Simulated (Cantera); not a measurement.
Gas mixture: N2 : NO : CO2 = 0.26 : 0.22 : 0.6 (molar parts), at 0.326 atm, frozen composition.

Cantera's kinetic-theory transport with the Lennard-Jones parameters of GRI-Mech 3.0, ideal gas; thermal conductivity in the multicomponent form. The composition is frozen, though it would react at the higher temperatures.

One state of this run: ρ (kg/m³) = 0.0779; cp (J/kg/K) = 1325; μ (µPa s) = 64.0; λ (mW/m/K) = 117; Pr = 0.724; D (cm²/s) OH = 19.5; D (cm²/s) H2O = 16.9; D (cm²/s) C2H2 = 10.8. D: mixture-averaged diffusion coefficient of that species in the mixture.

Which value of T (K) does it belong to?
(A) 1900
(B) 400
(C) 900
(D) 650

A, 1900
